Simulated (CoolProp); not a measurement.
Properties of dimethyl carbonate along the isotherm 326.85 °C (Tc = 283.9 °C, pc = 4909 kPa, ω = 0.346).

Values from CoolProp's reference Helmholtz-energy equation of state, Zhou 2011.

| p (kPa) | phase | density (kg/m³) | cp (kJ/(kg K)) | cv (kJ/(kg K)) | speed of sound (m/s) | fugacity coefficient |
|---|---|---|---|---|---|---|
| 3780 | gas | [?] | 2.129 | 1.815 | 189.8 | 0.8015 |
| 7550 | supercritical | 312.9 | [?] | [?] | 150.8 | 0.6160 |
| 11300 | supercritical | 516.6 | [?] | 1.882 | 247.3 | 0.4821 |
| 15100 | supercritical | 589.6 | [?] | 1.869 | 328.1 | 0.4081 |
| 18900 | supercritical | 632.3 | 2.629 | 1.864 | 390.2 | 0.3647 |
| 22700 | supercritical | 662.8 | 2.533 | 1.863 | 441.1 | 0.3376 |
| 26400 | supercritical | 686.0 | 2.471 | 1.863 | 483.5 | 0.3205 |
| 30200 | supercritical | [?] | 2.427 | 1.863 | 521.9 | 0.3092 |
| 34000 | supercritical | 722.7 | 2.393 | 1.864 | 556.4 | 0.3023 |
| 37800 | supercritical | 737.5 | 2.367 | 1.865 | 587.7 | 0.2987 |
| 41500 | supercritical | 750.4 | 2.347 | 1.867 | [?] | 0.2976 |
| 45300 | supercritical | 762.4 | 2.330 | 1.868 | 642.9 | 0.2985 |
| 49100 | supercritical | 773.4 | 2.316 | 1.870 | 668.1 | 0.3012 |

Task: Complete the blanks.

Result: 
- 3780, density (kg/m³): 89.65
- 7550, cp (kJ/(kg K)): 3.973
- 7550, cv (kJ/(kg K)): 1.910
- 11300, cp (kJ/(kg K)): 3.159
- 15100, cp (kJ/(kg K)): 2.794
- 30200, density (kg/m³): 705.8
- 41500, speed of sound (m/s): 615.9

The peak of cp marks the crossing from liquid-like to gas-like fluid above the critical point.
